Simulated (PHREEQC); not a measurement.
## Arsenic or selenium liquor: an equilibrium model

Solution (20 °C): 0.0024 mol Na2HAsO4 per kg of water. Closed to the air; pH follows from the charge balance.

Computed with PHREEQC (ion-association model, wateq4f.dat).

```
Quantity                    Value
----------------  ---------------
pH                           9.13
ionic strength    0.00720 mol/kgw
total alkalinity      2.40 meq/kg
```

| species | molality | activity | log γ |
|---|---|---|---|
| Na+ | 0.00480 | 0.00440 | -0.038 |
| HAsO4-2 | 0.00237 | 0.00166 | -0.154 |
| H2AsO4- | 1.99e-5 | 1.82e-5 | -0.038 |
| OH- | 1.00e-5 | 9.17e-6 | -0.039 |
| AsO4-3 | 9.85e-6 | 4.44e-6 | -0.346 |

Precipitation was switched off in this run. Species that the database lacks are ignored.
